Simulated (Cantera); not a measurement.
Standard-state values (1 bar) from the NASA 1993 polynomials, evaluated with Cantera. Values are per mole of reaction as written; species without (g) are pure solids or liquids, kept so even where they would boil at 1 bar.

9 NiS + 6 C + 3 H₂S(g) → 3 Ni₃S₄ + C₆H₆(g), with ΔH° = 31.8 kJ and ΔS° = -300.0 J/K at 300 K.

### Question
How far is the shortcut ΔG° ≈ ΔH°(300 K) − T·ΔS°(300 K) from the full temperature-dependent value at 350, 375, 400, 425, 450, 475, 500 K?

### Answer
```tsv
T (K)	shortcut (kJ)	full (kJ)	difference (kJ)	difference in log10 K
350	136.8	136.8	0.0	0.00
375	144.3	144.3	0.0	0.00
400	151.8	151.8	0.1	-0.01
425	159.3	159.2	0.1	-0.02
450	166.8	166.6	0.2	-0.03
475	174.3	174.0	0.4	-0.04
500	181.8	181.3	0.6	-0.06
```
The shortcut ignores the heat-capacity change of the reaction.
